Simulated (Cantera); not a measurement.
Nitride etching: AlN + O2 + N2

Input: 1 mol AlN, 0.18 mol O2, 63 mol N2, held at 57.8 Torr.

Equilibrium computed with Cantera from the NASA thermochemical tables; the gas is ideal and each condensed phase is pure. Candidate condensed phases: Al, AlN, Al2O3; 16 gas species. Mutual solubility and eutectic melting of coexisting phases are not modelled. Condensed phases not in the tables: aluminium oxynitride. Kinetics and transport are ignored.

From 452 °C to 1802 °C the condensed part is AlN(s) + Al2O3(s).

| T (°C) | x N2 | x Al | x Al2O | x AlO | n AlN(s) | n Al2O3(s) |
|---|---|---|---|---|---|---|
| 452 | 1.00 | <1e-12 | <1e-12 | <1e-12 | 0.760 | 0.120 |
| 602 | 1.00 | <1e-12 | <1e-12 | <1e-12 | 0.760 | 0.120 |
| 752 | 1.00 | <1e-12 | <1e-12 | <1e-12 | 0.760 | 0.120 |
| 902 | 1.00 | <1e-12 | <1e-12 | <1e-12 | 0.760 | 0.120 |
| 1052 | 1.00 | 3.36e-12 | <1e-12 | <1e-12 | 0.760 | 0.120 |
| 1202 | 1.00 | 1.22e-9 | 1.73e-11 | <1e-12 | 0.760 | 0.120 |
| 1352 | 1.00 | 1.46e-7 | 7.83e-9 | 1.45e-11 | 0.760 | 0.120 |
| 1502 | 1.000 | 7.75e-6 | 1.23e-6 | 1.26e-9 | 0.759 | 0.120 |
| 1652 | 1.000 | 0.000219 | 8.56e-5 | 5.39e-8 | 0.739 | 0.118 |
| 1802 | 0.993 | 0.00379 | 0.00319 | 1.33e-6 | 0.247 | 0.0522 |
x: gas mole fraction; n: condensed amount in mol.
